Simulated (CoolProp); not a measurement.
A simple Rankine cycle with 1,2-dichloroethane: condensing at 289.15 K, boiler at 1.65 MPa, turbine inlet 486.1 K, turbine efficiency 0.6, pump efficiency 0.7, no recuperator. Each further row changes one setting.

The numbers come from the reference Helmholtz-energy equation of state, Thol 2015 in CoolProp.

```csv
case,thermal efficiency (%),net work (kJ/kg),heat in (kJ/kg),turbine exit temperature (K),volume ratio over the turbine
as stated,18.7,95.1,509,353.8,226
condensing temperature 281.15 K,19.4,101,519,347.0,339
boiler pressure 1.15 MPa,18.0,93.8,520,367.6,149
turbine efficiency 0.5,15.5,78.9,509,371.9,238
```
